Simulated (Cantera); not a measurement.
Cantera run:

```python
import numpy as np
import cantera as ct

gas_names = """
    CCL4 CL CL2
""".split()
cond_names = """
    C(gr)
""".split()


# ... load() reads the species with a 1 bar reference pressure and builds the phases ...
species = {s.name: s for s in load("nasa_gas.yaml", gas_names) + load("nasa_condensed.yaml", cond_names)}
# Each term lists the table entries of one substance; the one whose range holds T is used.
reactions = {
    'CCl4(g) = 4 Cl(g) + C':
        [(-1, ['CCL4']), (4, ['CL']), (1, ['C(gr)'])],
    'Cl2(g) = 2 Cl(g)':
        [(-1, ['CL2']), (2, ['CL'])],
}


def pick(names, T):
    return next(species[n] for n in names if species[n].thermo.min_temp <= T <= species[n].thermo.max_temp)


results = []
for label, terms in reactions.items():
    print(label)
    print("     T/K   dH/kJ  dS/(J/K)   dG/kJ   log10 K")
    for T in [750, 900, 1050, 1200, 1350, 1500, 1650, 1800]:
        used = [(nu, pick(names, T)) for nu, names in terms]
        dH = sum(nu * s.thermo.h(T) for nu, s in used) / 1e6
        dS = sum(nu * s.thermo.s(T) for nu, s in used) / 1e3
        dG = dH - T * dS / 1e3
        logK = -dG * 1e6 / (ct.gas_constant * T * np.log(10))
        results.append((label, T, dH, dS, dG, logK, [s.name for _, s in used]))
        print(f"{T:8g} {dH:8.1f} {dS:8.1f} {dG:8.1f} {logK:8.2f}")
```

It prints:

```
CCl4(g) = 4 Cl(g) + C
     T/K   dH/kJ  dS/(J/K)   dG/kJ   log10 K
     750    585.1    365.1    311.3   -21.68
     900    586.1    366.3    256.4   -14.88
    1050    587.0    367.3    201.4   -10.02
    1200    587.8    368.0    146.2    -6.37
    1350    588.5    368.5     91.0    -3.52
    1500    589.2    369.0     35.7    -1.24
    1650    589.8    369.4    -19.7     0.62
    1800    590.3    369.7    -75.1     2.18
Cl2(g) = 2 Cl(g)
     T/K   dH/kJ  dS/(J/K)   dG/kJ   log10 K
     750    246.8    115.9    159.9   -11.13
     900    247.9    117.3    142.4    -8.26
    1050    249.0    118.4    124.7    -6.20
    1200    250.0    119.3    106.9    -4.65
    1350    251.0    120.1     88.9    -3.44
    1500    251.9    120.7     70.8    -2.47
    1650    252.7    121.2     52.7    -1.67
    1800    253.4    121.6     34.5    -1.00
```

Cantera with NASA thermochemical tables; ideal gases at 1 bar, condensed phases pure. Condensed species are held in their standard states even where they would react or evaporate.
